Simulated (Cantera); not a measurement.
Charge: 1 mol CCl₄, 1.7 mol F₂, at 1398.15 K and 1000 Pa.

Cantera equilibrium calculation (NASA polynomials, part measured and part estimated; ideal gas, pure solids and liquids). Candidate condensed phases: C; 27 gas species. Gases not in the tables: C₂F₆ and larger saturated fluorocarbons. Equilibrium is a limit: real reactors are often held back by kinetics, nucleation or transport.

**Question.** What is the equilibrium state?

**Answer.** 
```json
{
  "x(Cl₂)": "0.525",
  "x(CF₄)": "0.260",
  "x(Cl)": "0.203",
  "x(CClF₃)": "0.0121",
  "x(CCl₂F₂)": "0.000503",
  "x(CF₂)": "4.25e-5",
  "x(ClF)": "4.07e-5",
  "x(CCl₃F)": "1.65e-5",
  "x(CF₃)": "9.58e-6",
  "n(C(graphite))": "0.140 mol",
  "gas_amount": "3.160 mol"
}
```
